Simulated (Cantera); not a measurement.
Charge: 1 mol SiC, 0.83 mol H₂O, 7.1 mol N₂, equilibrated at 1.00 Torr.

These are equilibrium values from Cantera (NASA tables, ideal gas, pure condensed phases), not measurements of a reactor. Candidate condensed phases: C, C₆H₆, C₇H₈, C₈H₁₈, H₂O, Si, SiC, SiO₂, Si₂N₂O, Si₃N₄; 151 gas species. N₂ is the only nitrogen source here; it is nearly inert below about 1500 K, so the nitride shown seldom forms there in practice. The numbers say what is thermodynamically allowed, not how fast it happens.

Question: At 1148 K, list the 4 most abundant gas species with their mole fractions, and the condensed phases.

Answer: N₂ 0.851, H₂ 0.107, CO 0.0425, HCN 1.23e-5. Condensed: C(graphite) + Si₂N₂O(s).
